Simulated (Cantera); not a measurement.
What does this Cantera script print?

```python
import numpy as np
import cantera as ct

gas_names = """
    CL CL2 H HCL H2 N NH NH2 NH3 N2 N2H2 N2H4 Si SiCL SiCL2 SiCL3 SiCL4 SiH SiHCL3 SiH2 SiH2CL2 SiH3
    SiH3CL SiH4 SiN Si2 Si2N Si3
""".split()
cond_names = """
    NH4CL(a) NH4CL(b) Si(cr) Si(L) Si3N4(a)
""".split()


def load(file, names, dense=False):
    # The tables refer to 1 bar. Condensed volumes are neglected.
    table = {s.name: s for s in ct.Species.list_from_file(file)}
    out = []
    for n in names:
        d = dict(table[n].input_data)
        d["thermo"] = dict(d["thermo"], **{"reference-pressure": 1e5})
        if dense:
            d["equation-of-state"] = {"model": "constant-volume", "density": "1e6 g/cm^3"}
        out.append(ct.Species.from_dict(d))
    return out


gas = ct.Solution(thermo="ideal-gas", species=load("nasa_gas.yaml", gas_names))
cond = {s.name: ct.Solution(thermo="fixed-stoichiometry", species=[s], name=s.name)
        for s in load("nasa_condensed.yaml", cond_names, dense=True)}
atoms = {
    'SiCl4': {'Si': 1, 'CL': 4},
    'NH3': {'N': 1, 'H': 3},
    'H2': {'H': 2},
}
top_T = {'Si3N4(a)': 2400}  # K; cautious upper limits of use, not melting points


def equilibrate(T, P, feed):
    n = {}
    for name, mol in feed.items():
        for a, k in atoms[name].items():
            n[a] = n.get(a, 0.0) + k * mol
    gas.TPX = T, P, n
    mass = sum(n.values()) * gas.mean_molecular_weight
    gas.equilibrate("TP")
    valid = [c for c in cond.values() if c.min_temp <= T <= top_T.get(c.name, c.max_temp)]
    mix = ct.Mixture([(gas, mass / gas.mean_molecular_weight)] + [(c, 0.0) for c in valid])
    mix.T, mix.P = T, P
    mix.equilibrate("TP", solver="vcs", rtol=1e-11, max_steps=5000)
    return mix


results = []
P = 1000  # Pa
for T in [923, 998, 1073, 1148, 1223, 1298, 1373, 1448, 1523, 1598]:
    for m in [0.56, 0.78, 1.1, 1.5, 2.1, 3, 4.2, 5.8, 8.1, 11, 16, 22, 31]:
        feed = {'SiCl4': 1, 'NH3': m, 'H2': 0.65}  # mol
        mix = equilibrate(T, P, feed)
        results.append((T, P, feed, dict(zip(mix.species_names, mix.species_moles))))

for T, P, feed, n in results:
    print(f"{T:7g} {feed['NH3']:10.4g}  " + (" + ".join(c for c in cond_names if n.get(c, 0) > 1e-12) or "gas only"))
```

It prints:

```
    923       0.56  Si3N4(a)
    923       0.78  Si3N4(a)
    923        1.1  Si3N4(a)
    923        1.5  Si3N4(a)
    923        2.1  Si3N4(a)
    923          3  Si3N4(a)
    923        4.2  Si3N4(a)
    923        5.8  Si3N4(a)
    923        8.1  Si3N4(a)
    923         11  Si3N4(a)
    923         16  Si3N4(a)
    923         22  Si3N4(a)
    923         31  Si3N4(a)
    998       0.56  Si3N4(a)
    998       0.78  Si3N4(a)
    998        1.1  Si3N4(a)
    998        1.5  Si3N4(a)
    998        2.1  Si3N4(a)
    998          3  Si3N4(a)
    998        4.2  Si3N4(a)
    998        5.8  Si3N4(a)
    998        8.1  Si3N4(a)
    998         11  Si3N4(a)
    998         16  Si3N4(a)
    998         22  Si3N4(a)
    998         31  Si3N4(a)
   1073       0.56  Si3N4(a)
   1073       0.78  Si3N4(a)
   1073        1.1  Si3N4(a)
   1073        1.5  Si3N4(a)
   1073        2.1  Si3N4(a)
   1073          3  Si3N4(a)
   1073        4.2  Si3N4(a)
   1073        5.8  Si3N4(a)
   1073        8.1  Si3N4(a)
   1073         11  Si3N4(a)
   1073         16  Si3N4(a)
   1073         22  Si3N4(a)
   1073         31  Si3N4(a)
   1148       0.56  Si3N4(a)
   1148       0.78  Si3N4(a)
   1148        1.1  Si3N4(a)
   1148        1.5  Si3N4(a)
   1148        2.1  Si3N4(a)
   1148          3  Si3N4(a)
   1148        4.2  Si3N4(a)
   1148        5.8  Si3N4(a)
   1148        8.1  Si3N4(a)
   1148         11  Si3N4(a)
   1148         16  Si3N4(a)
   1148         22  Si3N4(a)
   1148         31  Si3N4(a)
   1223       0.56  Si3N4(a)
   1223       0.78  Si3N4(a)
   1223        1.1  Si3N4(a)
   1223        1.5  Si3N4(a)
   1223        2.1  Si3N4(a)
   1223          3  Si3N4(a)
   1223        4.2  Si3N4(a)
   1223        5.8  Si3N4(a)
   1223        8.1  Si3N4(a)
   1223         11  Si3N4(a)
   1223         16  Si3N4(a)
   1223         22  Si3N4(a)
   1223         31  Si3N4(a)
   1298       0.56  Si3N4(a)
   1298       0.78  Si3N4(a)
   1298        1.1  Si3N4(a)
   1298        1.5  Si3N4(a)
   1298        2.1  Si3N4(a)
   1298          3  Si3N4(a)
   1298        4.2  Si3N4(a)
   1298        5.8  Si3N4(a)
   1298        8.1  Si3N4(a)
   1298         11  Si3N4(a)
   1298         16  Si3N4(a)
   1298         22  Si3N4(a)
   1298         31  Si3N4(a)
   1373       0.56  Si3N4(a)
   1373       0.78  Si3N4(a)
   1373        1.1  Si3N4(a)
   1373        1.5  Si3N4(a)
   1373        2.1  Si3N4(a)
   1373          3  Si3N4(a)
   1373        4.2  Si3N4(a)
   1373        5.8  Si3N4(a)
   1373        8.1  Si3N4(a)
   1373         11  Si3N4(a)
   1373         16  Si3N4(a)
   1373         22  Si3N4(a)
   1373         31  Si3N4(a)
   1448       0.56  Si3N4(a)
   1448       0.78  Si3N4(a)
   1448        1.1  Si3N4(a)
   1448        1.5  Si3N4(a)
   1448        2.1  Si3N4(a)
   1448          3  Si3N4(a)
   1448        4.2  Si3N4(a)
   1448        5.8  Si3N4(a)
   1448        8.1  Si3N4(a)
   1448         11  Si3N4(a)
   1448         16  Si3N4(a)
   1448         22  Si3N4(a)
   1448         31  Si3N4(a)
   1523       0.56  gas only
   1523       0.78  gas only
   1523        1.1  gas only
   1523        1.5  Si3N4(a)
   1523        2.1  Si3N4(a)
   1523          3  Si3N4(a)
   1523        4.2  Si3N4(a)
   1523        5.8  Si3N4(a)
   1523        8.1  Si3N4(a)
   1523         11  Si3N4(a)
   1523         16  Si3N4(a)
   1523         22  Si3N4(a)
   1523         31  Si3N4(a)
   1598       0.56  gas only
   1598       0.78  gas only
   1598        1.1  gas only
   1598        1.5  gas only
   1598        2.1  gas only
   1598          3  Si3N4(a)
   1598        4.2  Si3N4(a)
   1598        5.8  Si3N4(a)
   1598        8.1  Si3N4(a)
   1598         11  Si3N4(a)
   1598         16  Si3N4(a)
   1598         22  Si3N4(a)
   1598         31  Si3N4(a)
```

These are equilibrium values from Cantera (NASA tables, ideal gas, pure condensed phases), not measurements of a reactor. The tables' values for SiCl3 are old estimates.
